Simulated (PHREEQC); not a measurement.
HCl is added in steps, without added water, to 1 kg of water holding 0.011 mol/kgw H2S, 0.0015 mol/kgw NaHCO3 and 0.00069 mol/kgw FeCl2, at 23 °C. No oxygen is let in. No CO2 enters from the air. Precipitation was switched off in this run.

Base run: PHREEQC, ion-association model, wateq4f.dat. Each further column changes one thing. The table gives HCO3- (mol/kgw).

| HCl added (mol) | base | database phreeqc.dat | Debye-Hückel limiting law | all activity coefficients set to 1 | Davies equation for every ion |
|---|---|---|---|---|---|
| 0 | 8.15e-5 | 8.15e-5 | 8.19e-5 | 7.71e-5 | 8.16e-5 |
| 0.0004875 | 3.36e-5 | 3.35e-5 | 3.39e-5 | 2.96e-5 | 3.37e-5 |
| 0.000975 | 1.75e-5 | 1.75e-5 | 1.78e-5 | ___ | 1.76e-5 |
| 0.001625 | 4.06e-6 | 4.06e-6 | 4.13e-6 | ___ | 4.09e-6 |
| 0.002112 | 1.20e-6 | 1.20e-6 | 1.22e-6 | 1.05e-6 | 1.21e-6 |
| 0.0026 | 6.77e-7 | 6.77e-7 | 6.91e-7 | 5.89e-7 | 6.82e-7 |
| 0.003087 | 4.73e-7 | 4.73e-7 | 4.84e-7 | 4.09e-7 | 4.77e-7 |
| 0.003575 | 3.64e-7 | 3.64e-7 | 3.73e-7 | ___ | 3.68e-7 |
| 0.004225 | 2.79e-7 | 2.79e-7 | 2.87e-7 | 2.38e-7 | 2.82e-7 |
| 0.004712 | 2.38e-7 | 2.38e-7 | 2.45e-7 | 2.02e-7 | 2.41e-7 |
| 0.0052 | 2.08e-7 | 2.08e-7 | 2.14e-7 | ___ | 2.10e-7 |

Question: Some entries are withheld; supply them.

Answer: 
- 0.000975, all activity coefficients set to 1: 1.50e-5
- 0.001625, all activity coefficients set to 1: 3.53e-6
- 0.003575, all activity coefficients set to 1: 3.13e-7
- 0.0052, all activity coefficients set to 1: 1.76e-7

In at least one series the solution becomes supersaturated in solids that the run did not let form, among them Mackinawite. The polysulfide entries of wateq4f.dat were taken out for this run. phreeqc.dat and wateq4f.dat share most of their constants, so their agreement is no independent check.
